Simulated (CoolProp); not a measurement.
Properties of CHF3 (R23) along the isotherm 201.85 °C (Tc = 26.1 °C, pc = 4.832 MPa, ω = 0.263).

Values from CoolProp's reference Helmholtz-energy equation of state, Penoncello 2003.

```tsv
p (MPa)	phase	density (kg/m³)	cv (kJ/(kg K))	isothermal compressibility (1/MPa)	conductivity (mW/(m K))
0.242	gas	4.303	0.8442	4.145	23.2
0.483	gas	8.615	0.8452	2.083	23.5
0.725	gas	12.97	0.8462	1.392	23.7
0.966	gas	17.33	0.8471	1.048	24.0
1.21	gas	21.78	0.8481	0.8390	24.2
1.45	gas	26.18	0.8491	0.7021	24.5
1.69	gas	30.60	0.8500	0.6041	24.7
1.93	gas	35.05	0.8510	0.5305	25.0
2.17	gas	39.53	0.8520	0.4732	25.2
2.42	gas	44.22	0.8530	0.4255	25.5
```

Thermal conductivity comes from a separate model (Shan 2000).
